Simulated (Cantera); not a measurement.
A perfectly stirred reactor is fed with CH₄ : H₂ : O₂ : N₂ = 1 : 1.2 : 2 : 19.4 (molar parts), equivalence ratio 1.3, at 760 Torr; it is adiabatic with a 475 K inlet, and is followed from long to short residence time, starting on the burning branch (τ in s: 0.037, 0.016, 0.0073, 0.0032, 0.0014, 0.00063, 0.00028, 0.00012, 5.5e-05, 2.4e-05).

Detailed kinetics in Cantera: GRI-Mech 3.0 (53 species, 325 reactions).

Q: Predict: blow-out, bracketed by the residence times tried; x(CH₄) at τ = 37.0 ms; x(H₂) at τ = 37.0 ms; x(O₂) at τ = 37.0 ms; x(HCN) at τ = 37.0 ms; x(O) at τ = 37.0 ms; x(CH₄) at τ = 0.630 ms; x(H₂) at τ = 0.630 ms; x(O₂) at τ = 0.630 ms.

A: 
```
Property                                                                       Value
------------------------------------------------  ----------------------------------
blow-out, bracketed by the residence times tried  burning at 37.0 ms, out at 16.0 ms
x(CH₄) at τ = 37.0 ms                                                        0.00314
x(H₂) at τ = 37.0 ms                                                          0.0243
x(O₂) at τ = 37.0 ms                                                         0.00564
x(HCN) at τ = 37.0 ms                                                        4.83e-7
x(O) at τ = 37.0 ms                                                          2.94e-6
x(CH₄) at τ = 0.630 ms                                                        0.0424
x(H₂) at τ = 0.630 ms                                                         0.0508
x(O₂) at τ = 0.630 ms                                                         0.0847
```
